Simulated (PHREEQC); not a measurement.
Solution (25 °C): 0.0096 mol/kgw NH3 and 4.5e-06 mol/kgw CO2. Closed to the air; pH follows from the charge balance.

All values are PHREEQC results (ion-association model, wateq4f.dat), not measurements.

```
quantity                    before     after
------------------------  --------  --------
pH                           10.60     10.56
ionic strength (mol/kgw)  0.000418  0.000479
HCO3- (mol/kgw)            1.50e-6   1.58e-5
CO2 (mol/kgw)             8.29e-11  9.47e-10
```

Question: Name the change that produced these shifts.
(A) CO2 from 4.5e-06 to 2.25e-06 mol/kgw
(B) CO2 from 4.5e-06 to 4.5e-05 mol/kgw
(C) NH3 left out
(D) NH3 replaced by NH4HSO4 at the same molality
(E) diluted 5-fold with water

Answer: B, CO2 from 4.5e-06 to 4.5e-05 mol/kgw

No solid was allowed to form.
